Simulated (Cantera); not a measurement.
An adiabatic, constant-volume homogeneous reactor starts with CH₄ : H₂ : O₂ : N₂ : H₂O = 1 : 0.19 : 2.62 : 9.85 : 0.18 (molar parts), equivalence ratio 0.80, at 998 K and 0.345 atm.

Detailed kinetics in Cantera: GRI-Mech 3.0 (53 species, 325 reactions). Below about 1000 K GRI-Mech 3.0 lacks low-temperature oxidation paths.

**Question.** Predict: time of steepest temperature rise; temperature at 8.00 s; equilibrium temperature; x(H₂) at 8.00 s; x(O₂) at 8.00 s; x(HCO) at 8.00 s; x(NO) at 8.00 s; x(H) at 8.00 s; x(O) at 8.00 s.

**Answer.** 
| Quantity | Result |
|---|---|
| time of steepest temperature rise | 0.176 s |
| temperature at 8.00 s | 2587 K |
| equilibrium temperature | 2587 K |
| x(H₂) at 8.00 s | 0.00725 (gas-phase equilibrium 0.00725) |
| x(O₂) at 8.00 s | 0.0387 (gas-phase equilibrium 0.0387) |
| x(HCO) at 8.00 s | 6.26e-9 (gas-phase equilibrium 6.26e-9) |
| x(NO) at 8.00 s | 0.0108 (gas-phase equilibrium 0.0108) |
| x(H) at 8.00 s | 0.00325 (gas-phase equilibrium 0.00325) |
| x(O) at 8.00 s | 0.00452 (gas-phase equilibrium 0.00452) |
